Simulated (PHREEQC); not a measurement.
0.029 g of hydrous ferric oxide (600 m²/g; 0.2 weak and 0.005 strong sites per Fe, Dzombak-Morel constants, diffuse double layer) in 1 kg of water with 0.001 mol/kgw of an inert sodium salt, at 25 °C; the pH is set by adding NaOH or the inert anion's acid. O2 is buffered at 0.21 atm. CO2 from the air is kept out. No solid was allowed to form.

Computed with PHREEQC (ion-association model, wateq4f.dat).

| pH | surface charge σ (C/m²) | surface potential ψ (mV) |
|---|---|---|
| 3 | 0.252 | 234 |
| 3.75 | 0.143 | 219 |
| 4.5 | 0.078 | 191 |
| 5.25 | 0.040 | 157 |
| 6 | 0.019 | 119 |
| 6.75 | 0.008 | 78 |
| 7.5 | 0.003 | 35 |
| 8.25 | -0.001 | -8 |
| 9 | -0.004 | -51 |

The oxide is taken as insoluble; below pH 4 it would dissolve.
